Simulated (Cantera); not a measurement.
Charge: 1 mol SiH4, a varied amount of O2, held at 227 °C and 49.5 Torr.

These are equilibrium values from Cantera (NASA tables, ideal gas, pure condensed phases), not measurements of a reactor. Candidate condensed phases: H2O, Si, SiO2; 18 gas species. Equilibrium is a limit: real reactors are often held back by kinetics, nucleation or transport.

Which condensed phases are stable at each of these points (n(O2) (mol)): 0.054, 0.081, 0.12, 0.18, 0.28, 0.42, 0.63, 0.95, 1.4, 2.2?


```csv
n(O2) (mol),condensed phases,Si condensed (%)
0.054,Si(s) + SiO2(α-quartz),100.0
0.081,Si(s) + SiO2(α-quartz),100.0
0.12,Si(s) + SiO2(α-quartz),100.0
0.18,Si(s) + SiO2(α-quartz),100.0
0.28,Si(s) + SiO2(α-quartz),100.0
0.42,Si(s) + SiO2(α-quartz),100.0
0.63,Si(s) + SiO2(α-quartz),100.0
0.95,Si(s) + SiO2(α-quartz),100.0
1.4,SiO2(α-quartz),100.0
2.2,SiO2(α-quartz),100.0
```

From 0.054 mol O2 to 0.95 mol O2 the condensed part is Si(s) + SiO2(α-quartz). From 1.4 mol O2 to 2.2 mol O2 the condensed part is SiO2(α-quartz).
